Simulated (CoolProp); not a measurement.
Methane along the isotherm 199.2 K: fugacity coefficient from the reference equation and from simpler models built on Tc = 190.6 K, pc = 4.599 MPa, ω = 0.011; each cubic takes its own stable root.

The numbers come from the reference Helmholtz-energy equation of state, Setzmann 1991 in CoolProp.

```json
[
 {"p (MPa)": "0.145", "phase": "gas", "reference": "0.9908", "van der Waals": "0.9916", "Redlich-Kwong": "0.9906", "Soave-Redlich-Kwong": "0.9906", "Peng-Robinson": "0.9894"},
 {"p (MPa)": "0.331", "phase": "gas", "reference": "0.9790", "van der Waals": "0.9809", "Redlich-Kwong": "0.9785", "Soave-Redlich-Kwong": "0.9785", "Peng-Robinson": "0.9759"},
 {"p (MPa)": "0.753", "phase": "gas", "reference": "0.9525", "van der Waals": "0.9565", "Redlich-Kwong": "0.9514", "Soave-Redlich-Kwong": "0.9514", "Peng-Robinson": "0.9457"},
 {"p (MPa)": "1.71", "phase": "gas", "reference": "0.8931", "van der Waals": "0.9017", "Redlich-Kwong": "0.8910", "Soave-Redlich-Kwong": "0.8910", "Peng-Robinson": "0.8791"},
 {"p (MPa)": "3.9", "phase": "gas", "reference": "0.7592", "van der Waals": "0.7753", "Redlich-Kwong": "0.7563", "Soave-Redlich-Kwong": "0.7564", "Peng-Robinson": "0.7345"},
 {"p (MPa)": "8.88", "phase": "supercritical", "reference": "0.4755", "van der Waals": "0.5017", "Redlich-Kwong": "0.4826", "Soave-Redlich-Kwong": "0.4828", "Peng-Robinson": "0.4578"},
 {"p (MPa)": "20.2", "phase": "supercritical", "reference": "0.3042", "van der Waals": "0.3577", "Redlich-Kwong": "0.3162", "Soave-Redlich-Kwong": "0.3164", "Peng-Robinson": "0.2886"},
 {"p (MPa)": "46", "phase": "supercritical", "reference": "0.2773", "van der Waals": "0.4036", "Redlich-Kwong": "0.2909", "Soave-Redlich-Kwong": "0.2911", "Peng-Robinson": "0.2466"}
]
```
